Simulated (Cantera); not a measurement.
## Premixed flame

A freely propagating, adiabatic, planar premixed flame of H₂ : O₂ : N₂ = 1 : 0.909 : 3.36 (molar parts), equivalence ratio 0.55, unburnt at 673 K and 293 Torr; mixture-averaged transport, grid criteria slope 0.08 and curve 0.16, no radiation.

Cantera simulation using the H2/O2 subset of GRI-Mech 3.0, which has no nitrogen chemistry; the numbers are that mechanism's predictions, not measurements. Burning velocities carry a grid error of a few per cent, more on coarse grids. Lean hydrogen flames are cellular in practice and burn faster than this planar one.

| z (mm) | T (K) | u (m/s) | x H₂ | x O₂ | x O | x H₂O | x OH | x HO₂ |
|---|---|---|---|---|---|---|---|---|
| -4.71 | 673 | 5.68 | 0.190 | 0.173 | <1e-8 | <1e-8 | <1e-8 | <1e-8 |
| -3.14 | 673 | 5.68 | 0.190 | 0.173 | <1e-8 | <1e-8 | <1e-8 | <1e-8 |
| -2.36 | 673 | 5.68 | 0.190 | 0.173 | <1e-8 | <1e-8 | <1e-8 | 2.26e-8 |
| -1.57 | 673 | 5.68 | 0.190 | 0.173 | 2.96e-8 | 6.69e-7 | <1e-8 | 2.70e-6 |
| -0.785 | 691 | 5.81 | 0.185 | 0.173 | 2.13e-5 | 0.00130 | 6.68e-5 | 0.000114 |
| -0.393 | 831 | 6.87 | 0.157 | 0.169 | 0.000510 | 0.0164 | 0.000536 | 8.15e-5 |
| 0 | 1149 | 9.26 | 0.0774 | 0.136 | 0.00633 | 0.0845 | 0.00332 | 4.61e-5 |
| 0.393 | 1398 | 11.1 | 0.0239 | 0.0980 | 0.0145 | 0.149 | 0.00780 | 2.79e-5 |
| 0.785 | 1525 | 12.1 | 0.0151 | 0.0889 | 0.0157 | 0.165 | 0.00987 | 2.13e-5 |
| 1.57 | 1658 | 13.0 | 0.0126 | 0.0860 | 0.0135 | 0.174 | 0.0116 | 1.60e-5 |
| 3.14 | 1786 | 13.9 | 0.00972 | 0.0845 | 0.0100 | 0.183 | 0.0123 | 1.14e-5 |
| 6.28 | 1894 | 14.7 | 0.00643 | 0.0839 | 0.00640 | 0.191 | 0.0114 | 7.28e-6 |
| 12.6 | 1972 | 15.2 | 0.00350 | 0.0841 | 0.00341 | 0.198 | 0.00929 | 4.21e-6 |
x: mole fraction of selected species; z is measured from the peak of heat release.

The laminar burning velocity comes out as 568 cm/s and the thermal thickness is 1.57 mm. The peak x(O) is 0.0158 and the peak x(OH) is 0.0123. The peak x(HO₂) is 0.000114 and the grid points comes out as 132.
